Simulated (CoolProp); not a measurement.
Values from CoolProp's reference Helmholtz-energy equation of state, Lemmon 2016.

**Question.** For R365MFC, give the phase and the cp (kJ/(kg K)), cv (kJ/(kg K)), speed of sound (m/s), isothermal compressibility (1/MPa) at 226.85 °C and 44.5 bar.

**Answer.** 
- 226.85 °C and 44.5 bar: supercritical; cp 2.03, cv 1.37, speed of sound 111, isothermal compressibility 0.425
